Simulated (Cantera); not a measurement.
Cantera run:

```python
import numpy as np
import cantera as ct

gas_names = """
    Cu CuF CuF2 Cu2 F F2
""".split()
cond_names = """
    Cu(cr) Cu(L) CuF2(s) CuF2(L)
""".split()


# ... load() reads the species with a 1 bar reference pressure and builds the phases ...
atoms = {
    'Cu': {'Cu': 1},
    'F2': {'F': 2},
}
top_T = {}  # K; cautious upper limits of use, not melting points


# ... equilibrate(T, P, feed) seeds the gas with the atoms and calls Mixture.equilibrate('TP', solver="vcs", rtol=1e-11, max_steps=5000) ...
results = []
feed = {'Cu': 1, 'F2': 2.5}  # mol
P = 8.2  # Pa
for T in [450, 600, 750, 900, 1050, 1200, 1350, 1500]:
    mix = equilibrate(T, P, feed)
    results.append((T, P, feed, dict(zip(mix.species_names, mix.species_moles))))

top = {s: max(r[3][s] / sum(r[3][g] for g in gas_names) for r in results) for s in gas_names}
cols = sorted((s for s in top if top[s] > 1e-06), key=lambda s: -top[s])[:6]
seen = [c for c in cond_names if any(r[3].get(c, 0) > 1e-12 for r in results)]
print("log10 of partial pressures in bar; condensed amounts in mol")
print(f"{'T/K':>10s}" + "".join(f"{s[:9]:>10s}" for s in cols + seen))
for T, P, feed, n in results:
    ng = sum(n[g] for g in gas_names)
    print(f"{T:10.4g}" + "".join(f"{np.log10(max(n[s] / ng * P / 1e5, 1e-99)):10.3f}" for s in cols)
          + "".join(f"{n.get(c, 0):10.4g}" for c in seen))
```

It prints:

```
log10 of partial pressures in bar; condensed amounts in mol
       T/K        F2         F      CuF2       CuF   CuF2(s)
       450    -4.086    -8.237   -21.737   -46.045         1
       600    -4.093    -5.899   -13.982   -30.903         1
       750    -4.261    -4.566    -9.400   -21.810         1
       900    -5.265    -4.118    -6.398   -15.355    0.9862
      1050    -6.819    -4.212    -4.687   -10.761         0
      1200    -7.845    -4.211    -4.688    -8.670         0
      1350    -8.648    -4.211    -4.691    -7.043         0
      1500    -9.288    -4.208    -4.734    -5.785         0
```

Cantera equilibrium calculation (NASA polynomials, part measured and part estimated; ideal gas, pure solids and liquids).
